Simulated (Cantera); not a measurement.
## Nitride etching: BN + NF₃ + N₂

A closed system holds: 1 mol BN, 2.2 mol NF₃, 3.4 mol N₂, equilibrated at 1698.15 K and 0.0100 bar.

Equilibrium computed with Cantera from the NASA thermochemical tables; the gas is ideal and each condensed phase is pure. Candidate condensed phases: B, BN; 13 gas species. Kinetics and transport are ignored.

The x(N₂) comes out as 0.521 and the x(F) is 0.375. The x(BF₃) is 0.104, the x(F₂) comes out as 3.95e-5 and the gas amount comes out as 9.600 mol. The log10 activity of B(s) (absent) is -25.09.
